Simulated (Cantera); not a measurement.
An adiabatic, constant-volume homogeneous reactor starts with H2 : O2 : N2 : H2O = 1 : 0.278 : 1.04 : 0.22 (molar parts), equivalence ratio 1.8, at 1048 K and 3750 Torr.

Cantera simulation using the H2/O2 subset of GRI-Mech 3.0, which has no nitrogen chemistry; the numbers are that mechanism's predictions, not measurements. The hydrogen kinetics of GRI-Mech 3.0 are dated; newer H2 mechanisms differ, most at raised pressure.

**Question.** Predict: time of steepest temperature rise; temperature at 0.200 s; equilibrium temperature; x(H2) at 0.200 s; x(O2) at 0.200 s; x(H2O) at 0.200 s; x(H2O2) at 0.200 s; x(OH) at 0.200 s; x(HO2) at 0.200 s.

**Answer.** 
```
Quantity                                                               Value
---------------------------------  -----------------------------------------
time of steepest temperature rise                                    3.58 ms
temperature at 0.200 s                                                2801 K
equilibrium temperature                                               2801 K
x(H2) at 0.200 s                         0.193 (gas-phase equilibrium 0.193)
x(O2) at 0.200 s                   0.000122 (gas-phase equilibrium 0.000122)
x(H2O) at 0.200 s                        0.335 (gas-phase equilibrium 0.335)
x(H2O2) at 0.200 s                   1.61e-7 (gas-phase equilibrium 1.61e-7)
x(OH) at 0.200 s                     0.00512 (gas-phase equilibrium 0.00512)
x(HO2) at 0.200 s                    3.67e-7 (gas-phase equilibrium 3.67e-7)
```
